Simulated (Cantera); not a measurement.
Cantera run, input and output.

```python
import numpy as np
import cantera as ct

gas = ct.Solution("gri30.yaml")
gas.TPX = 1225, 51000, {'CO': 0.0084, 'O2': 0.082, 'H2O': 0.00041, 'N2': 1}
inlet = ct.Reservoir(gas, clone=True)

reactor = ct.IdealGasConstPressureReactor(gas, energy="off", clone=False)
exhaust = ct.Reservoir(gas, clone=True)
tau = [9.4, 2.9, 0.89, 0.28, 0.085, 0.026, 0.0081, 0.0025, 0.00077][0]
for a, b in ((inlet, reactor), (reactor, exhaust)):
    ct.MassFlowController(a, b, mdot=lambda t: reactor.mass / tau)
net = ct.ReactorNet([reactor])
show = ['CO', 'O2', 'H2O', 'NO', 'H2', 'NO2']

rows = []
print(f"{'tau/s':>10s}{'T/K':>9s}" + "".join(f"{s:>11s}" for s in show))
for tau in [9.4, 2.9, 0.89, 0.28, 0.085, 0.026, 0.0081, 0.0025, 0.00077]:
    net.initial_time = 0.0
    net.advance(30 * tau)
    before = gas.X
    net.advance(40 * tau)
    drift = np.max(np.abs(gas.X - before) / (gas.X + 1e-9))
    rows.append([gas.T, *gas[show].X, drift])
    print(f"{tau:10.3e}{gas.T:9.1f}" + "".join(f"{x:11.3e}" for x in gas[show].X))
```

It prints:

```
     tau/s      T/K         CO         O2        H2O         NO         H2        NO2
 9.400e+00   1225.0  1.026e-04  7.164e-02  3.744e-04  2.438e-06  4.841e-08  3.135e-08
 2.900e+00   1225.0  2.260e-04  7.169e-02  3.729e-04  1.712e-06  1.150e-07  1.811e-08
 8.900e-01   1225.0  4.916e-04  7.179e-02  3.707e-04  1.101e-06  2.652e-07  9.353e-09
 2.800e-01   1225.0  1.024e-03  7.201e-02  3.674e-04  6.598e-07  5.661e-07  4.501e-09
 8.500e-02   1225.0  2.070e-03  7.243e-02  3.623e-04  3.487e-07  1.109e-06  1.929e-09
 2.600e-02   1225.0  3.769e-03  7.314e-02  3.564e-04  1.495e-07  1.773e-06  7.050e-10
 8.100e-03   1225.0  5.790e-03  7.405e-02  3.547e-04  3.688e-08  1.918e-06  1.652e-10
 2.500e-03   1225.0  7.340e-03  7.490e-02  3.666e-04  1.139e-09  6.413e-07  6.309e-12
 7.700e-04   1225.0  7.701e-03  7.517e-02  3.759e-04  5.340e-16  2.987e-12  4.049e-21
```

Model: GRI-Mech 3.0 (53 species, 325 reactions), integrated in Cantera.
